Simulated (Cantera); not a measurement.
A perfectly stirred reactor is fed with C₂H₆ : N₂ = 1 : 180 (molar parts), at 13.5 Torr; it is held at 1475 K, and followed from long to short residence time.

Detailed kinetics in Cantera: GRI-Mech 3.0 (53 species, 325 reactions). GRI-Mech 3.0 stops at C3 and has no aromatics, soot or wall deposition, so with more carbon than oxygen in the feed, carbon stays in small species such as C2H2 where larger ones or solid carbon would form. Radical loss at walls, strong at low pressure, is not modelled.

Question: What does this change do: pressure from 13.5 Torr to 100.0 Torr?

Answer: 
| quantity | before | after |
|---|---|---|
| x(C₂H₆) at τ = 0.490 s | 7.24e-5 | 3.28e-5 |
| x(HCN) at τ = 0.490 s | 9.54e-6 | 2.81e-6 |
| x(C₂H₂) at τ = 0.490 s | 0.00457 | 0.00478 |
| x(C₂H) at τ = 0.490 s | 7.35e-8 | 2.28e-8 |
| x(CH₃) at τ = 0.490 s | 0.000174 | 5.65e-5 |
| x(C₂H₆) at τ = 20.0 ms | 0.00123 | 0.000428 |
| x(HCN) at τ = 20.0 ms | 1.99e-6 | 1.48e-6 |
| x(C₂H₂) at τ = 20.0 ms | 0.00143 | 0.00312 |
| x(C₂H) at τ = 20.0 ms | 5.15e-8 | 3.70e-8 |
| x(CH₃) at τ = 20.0 ms | 0.000689 | 0.000202 |

Question: What does this change do: temperature 1475 to 1423 K?

Answer: 
```tsv
quantity	before	after
x(C₂H₆) at τ = 0.490 s	7.24e-5	0.000130
x(HCN) at τ = 0.490 s	9.54e-6	3.20e-6
x(C₂H₂) at τ = 0.490 s	0.00457	0.00422
x(C₂H) at τ = 0.490 s	7.35e-8	3.45e-8
x(CH₃) at τ = 0.490 s	0.000174	0.000154
x(C₂H₆) at τ = 20.0 ms	0.00123	0.00201
x(HCN) at τ = 20.0 ms	1.99e-6	6.84e-7
x(C₂H₂) at τ = 20.0 ms	0.00143	0.000726
x(C₂H) at τ = 20.0 ms	5.15e-8	1.47e-8
x(CH₃) at τ = 20.0 ms	0.000689	0.000550
```
